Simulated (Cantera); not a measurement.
What does this Cantera script print?

```python
import numpy as np
import cantera as ct

gas = ct.Solution("h2o2.yaml")
gas.TPX = 1200, 101325, {'H2': 1, 'O2': 0.455, 'N2': 1.71}
reactor = ct.IdealGasReactor(gas, energy="on", clone=False)
net = ct.ReactorNet([reactor])
net.rtol, net.atol = 1e-08, 1e-16
show = ['H2', 'O2', 'H', 'HO2', 'O']
times = np.geomspace(2e-06, 0.5, 15)

steps = ct.SolutionArray(gas, extra=["t"])
rows = []
print(f"{'t/s':>10s}{'T/K':>9s}{'P/Pa':>11s}" + "".join(f"{s:>11s}" for s in show))
for t in times:
    while net.time < t:
        t_next = net.step()
        steps.append(gas.state, t=t_next)
    rows.append([np.interp(t, steps.t, y) for y in (steps.T, steps.P, *steps(*show).X.T)])
    print(f"{t:10.3e}{rows[-1][0]:9.1f}{rows[-1][1]:11.4g}" + "".join(f"{x:11.3e}" for x in rows[-1][2:]))
rate = np.gradient(steps.T, steps.t)
print("integrator steps:", len(steps.t))
if steps.T.max() > steps.T[0] + 200:
    print(f"time of steepest temperature rise: {steps.t[rate.argmax()]:.4e} s")
gas.TPX = 1200, 101325, {'H2': 1, 'O2': 0.455, 'N2': 1.71}
gas.equilibrate("UV")
print(f"equilibrium (UV): T = {gas.T:.1f} K  " + "  ".join(f"{s} {gas[s].X[0]:.3e}" for s in show))
```

Output:

```
       t/s      T/K       P/Pa         H2         O2          H        HO2          O
 2.000e-06   1200.0  1.013e+05  3.160e-01  1.438e-01  7.588e-09  6.795e-09  7.476e-10
 4.860e-06   1200.0  1.013e+05  3.160e-01  1.438e-01  3.281e-08  1.931e-08  3.748e-09
 1.181e-05   1200.0  1.013e+05  3.160e-01  1.438e-01  4.510e-07  1.179e-07  5.352e-08
 2.869e-05   1200.5  1.014e+05  3.156e-01  1.436e-01  1.759e-04  2.635e-05  2.091e-05
 6.971e-05   2749.0  2.116e+05  7.072e-02  1.512e-02  3.646e-02  8.447e-06  1.088e-02
 1.694e-04   2966.3  2.249e+05  6.511e-02  1.138e-02  2.439e-02  8.803e-06  7.210e-03
 4.116e-04   2966.4  2.249e+05  6.511e-02  1.138e-02  2.438e-02  8.803e-06  7.209e-03
 1.000e-03   2966.4  2.249e+05  6.511e-02  1.138e-02  2.438e-02  8.803e-06  7.209e-03
 2.430e-03   2966.4  2.249e+05  6.511e-02  1.138e-02  2.438e-02  8.803e-06  7.209e-03
 5.904e-03   2966.4  2.249e+05  6.511e-02  1.138e-02  2.438e-02  8.803e-06  7.209e-03
 1.435e-02   2966.4  2.249e+05  6.511e-02  1.138e-02  2.438e-02  8.803e-06  7.209e-03
 3.486e-02   2966.4  2.249e+05  6.511e-02  1.138e-02  2.438e-02  8.803e-06  7.209e-03
 8.469e-02   2966.4  2.249e+05  6.511e-02  1.138e-02  2.438e-02  8.803e-06  7.209e-03
 2.058e-01   2966.4  2.249e+05  6.511e-02  1.138e-02  2.438e-02  8.803e-06  7.209e-03
 5.000e-01   2966.4  2.249e+05  6.511e-02  1.138e-02  2.438e-02  8.803e-06  7.209e-03
integrator steps: 1227
time of steepest temperature rise: 4.4454e-05 s
equilibrium (UV): T = 2966.4 K  H2 6.511e-02  O2 1.138e-02  H 2.438e-02  HO2 8.803e-06  O 7.209e-03
```

Cantera simulation using the H2/O2 subset of GRI-Mech 3.0, which has no nitrogen chemistry; the numbers are that mechanism's predictions, not measurements.
